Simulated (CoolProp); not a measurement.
The numbers come from the reference Helmholtz-energy equation of state, Gao 2022 in CoolProp.

For n-perfluoropentane, give the phase and the cp (kJ/(kg K)), cv (kJ/(kg K)), Joule-Thomson coefficient (K/MPa) at 406.4 K and 0.0158 MPa; 406.4 K and 0.0255 MPa; 406.4 K and 0.281 MPa.


- 406.4 K and 0.0158 MPa: gas; cp 0.955, cv 0.926, Joule-Thomson coefficient 8.18
- 406.4 K and 0.0255 MPa: gas; cp 0.956, cv 0.926, Joule-Thomson coefficient 8.21
- 406.4 K and 0.281 MPa: gas; cp 0.969, cv 0.931, Joule-Thomson coefficient 8.99
